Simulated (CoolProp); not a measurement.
A single-stage vapour-compression cycle with R1336mzz(E): evaporating at 245.15 K (dew point), condensing at 286.15 K (bubble point), superheat 5 K, subcooling 8 K, compressor efficiency 0.8, no pressure losses. Each further row changes one setting.

Model: reference Helmholtz-energy equation of state, Akasaka 2023, in CoolProp.

```
case                              cooling COP  pressure ratio  discharge temperature (K)  refrigerating effect (kJ/kg)  volumetric capacity (kJ/m³)
--------------------------------  -----------  --------------  -------------------------  ----------------------------  ---------------------------
as stated                                4.26            6.88                      293.5                           135                          195
evaporating temperature 250.15 K         5.07            5.21                      292.6                           139                          260
condensing temperature 281.15 K          4.98            5.64                      288.8                           141                          204
subcooling 13 K                          4.45            6.88                      293.5                           141                          204
superheat 15 K                           4.32            6.88                      304.2                           143                          198
compressor efficiency 0.7                3.73            6.88                      298.9                           135                          195
```
